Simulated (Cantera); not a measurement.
Charge: 1 mol Al, a varied amount of O₂, 6.1 mol N₂, at 1973.15 K and 1330 Pa.

Equilibrium computed with Cantera from the NASA thermochemical tables; the gas is ideal and each condensed phase is pure. Candidate condensed phases: Al, AlN, Al₂O₃; 16 gas species. The numbers say what is thermodynamically allowed, not how fast it happens.

log p: log10 of the partial pressure in bar; n: condensed amount in mol.

```json
[
 {"n(O₂) (mol)": "0.89", "log p N₂": "-1.89", "log p O₂": "-3.56", "log p NO": "-4.48", "log p O": "-5.04", "log p NO₂": "-8.66", "log p N₂O": "-9.62", "n Al₂O₃(s)": "0.500"},
 {"n(O₂) (mol)": "2.8", "log p N₂": "…", "log p O₂": "…", "log p NO": "-4.00", "log p O": "…", "log p NO₂": "…", "log p N₂O": "-9.20", "n Al₂O₃(s)": "0.500"},
 {"n(O₂) (mol)": "4.6", "log p N₂": "-2.09", "log p O₂": "-2.29", "log p NO": "-3.95", "log p O": "-4.41", "log p NO₂": "-7.50", "log p N₂O": "-9.19", "n Al₂O₃(s)": "0.500"},
 {"n(O₂) (mol)": "6.5", "log p N₂": "-2.17", "log p O₂": "-2.20", "log p NO": "-3.94", "log p O": "-4.36", "log p NO₂": "-7.44", "log p N₂O": "-9.22", "n Al₂O₃(s)": "0.500"},
 {"n(O₂) (mol)": "8.3", "log p N₂": "-2.23", "log p O₂": "-2.14", "log p NO": "-3.94", "log p O": "-4.33", "log p NO₂": "-7.41", "log p N₂O": "-9.25", "n Al₂O₃(s)": "0.500"},
 {"n(O₂) (mol)": "10", "log p N₂": "-2.28", "log p O₂": "-2.10", "log p NO": "-3.95", "log p O": "-4.32", "log p NO₂": "-7.40", "log p N₂O": "-9.29", "n Al₂O₃(s)": "0.500"},
 {"n(O₂) (mol)": "12", "log p N₂": "-2.34", "log p O₂": "-2.07", "log p NO": "-3.96", "log p O": "-4.30", "log p NO₂": "-7.40", "log p N₂O": "-9.32", "n Al₂O₃(s)": "0.500"},
 {"n(O₂) (mol)": "14", "log p N₂": "-2.38", "log p O₂": "-2.04", "log p NO": "-3.97", "log p O": "-4.29", "log p NO₂": "-7.40", "log p N₂O": "-9.36", "n Al₂O₃(s)": "0.500"},
 {"n(O₂) (mol)": "16", "log p N₂": "-2.43", "log p O₂": "-2.03", "log p NO": "-3.98", "log p O": "-4.28", "log p NO₂": "-7.40", "log p N₂O": "-9.39", "n Al₂O₃(s)": "0.500"},
 {"n(O₂) (mol)": "18", "log p N₂": "-2.47", "log p O₂": "-2.01", "log p NO": "-4.00", "log p O": "-4.27", "log p NO₂": "-7.40", "log p N₂O": "-9.43", "n Al₂O₃(s)": "0.500"}
]
```

Q: Some entries are withheld; supply them.

A: 
- 2.8, log p N₂: -2.00
- 2.8, log p O₂: -2.48
- 2.8, log p O: -4.51
- 2.8, log p NO₂: -7.65
